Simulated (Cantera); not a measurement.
Charge: 1 mol n-butane, 0.11 mol O2, at 2425 K and 8.70 bar.

Method: chemical equilibrium by Gibbs-energy minimisation in Cantera with the NASA 1993 tables (ideal gas, pure condensed phases). Candidate condensed phases: C, C6H6, C7H8, C8H18, H2O; 110 gas species. Equilibrium is a limit: real reactors are often held back by kinetics, nucleation or transport.

Base state: H2 0.943, CO 0.0421, C2H2 (acetylene) 0.00736, H 0.00589, CH4 0.00132, CH3 0.000150, C2H4 5.78e-5, C4H2 2.37e-5 (mole fractions); condensed: C(graphite).

### Question
What changes in the equilibrium state with this change: temperature from 2425 K to 1425 K?

### Answer
| species | before | after |
|---|---|---|
| H2 | 0.943 | 0.928 |
| CO | 0.0421 | 0.0423 |
| CH4 | 0.00132 | 0.0283 |
| C2H2 (acetylene) | 0.00736 | 3.27e-6 |
| C4H2 | 2.37e-5 | <1e-9 |
| H | 0.00589 | 2.23e-6 |
| CO2 | 7.58e-8 | 2.08e-5 |
| C(graphite), mol | 3.69 | 3.64 |

### Question
What changes in the equilibrium state with this change: 0.47 mol H2S added?

### Answer
```tsv
species	before	after
H2	0.943	0.881
CO	0.0421	0.0373
H2S	0	0.0303
CS	0	0.0166
CS2	0	0.00975
SH	0	0.00746
S2	0	0.00262
S	0	0.000549
COS	0	4.99e-5
C(graphite), mol	3.69	3.53
```
Further candidate phases: H2SO4, S.
